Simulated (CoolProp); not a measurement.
Vapour-liquid equilibrium of ethane (1) + propylene (2) at 4.25 °C; x and y are mole fractions of (1).

Model: multi-fluid Helmholtz-energy mixture model, Bücker 2006 and Lemmon 2013; pair parameters Bell 2016, in CoolProp.

```json
[
 {"x": "0.05", "bubble pressure, mixture model (MPa)": "0.7527", "bubble pressure, Raoult's law (MPa)": "0.7607", "y, mixture model": "0.147", "y, Raoult's law": "0.174"},
 {"x": "0.15", "bubble pressure, mixture model (MPa)": "0.9335", "bubble pressure, Raoult's law (MPa)": "0.9587", "y, mixture model": "0.358", "y, Raoult's law": "0.413"},
 {"x": "0.25", "bubble pressure, mixture model (MPa)": "1.114", "bubble pressure, Raoult's law (MPa)": "1.157", "y, mixture model": "0.504", "y, Raoult's law": "0.571"},
 {"x": "0.35", "bubble pressure, mixture model (MPa)": "1.296", "bubble pressure, Raoult's law (MPa)": "1.355", "y, mixture model": "0.612", "y, Raoult's law": "0.682"},
 {"x": "0.45", "bubble pressure, mixture model (MPa)": "1.481", "bubble pressure, Raoult's law (MPa)": "1.553", "y, mixture model": "0.698", "y, Raoult's law": "0.766"},
 {"x": "0.55", "bubble pressure, mixture model (MPa)": "1.670", "bubble pressure, Raoult's law (MPa)": "1.751", "y, mixture model": "0.768", "y, Raoult's law": "0.830"},
 {"x": "0.65", "bubble pressure, mixture model (MPa)": "1.866", "bubble pressure, Raoult's law (MPa)": "1.949", "y, mixture model": "0.829", "y, Raoult's law": "0.881"},
 {"x": "0.75", "bubble pressure, mixture model (MPa)": "2.071", "bubble pressure, Raoult's law (MPa)": "2.146", "y, mixture model": "0.882", "y, Raoult's law": "0.923"},
 {"x": "0.85", "bubble pressure, mixture model (MPa)": "2.287", "bubble pressure, Raoult's law (MPa)": "2.344", "y, mixture model": "0.931", "y, Raoult's law": "0.958"},
 {"x": "0.95", "bubble pressure, mixture model (MPa)": "2.518", "bubble pressure, Raoult's law (MPa)": "2.542", "y, mixture model": "0.977", "y, Raoult's law": "0.987"}
]
```

The largest gap from Raoult's law is -4.6 % in bubble pressure, at x = 0.45. No azeotrope shows between x = 0.05 and 0.95.

The pair parameters rest on a limited set of measurements; away from them the model extrapolates.
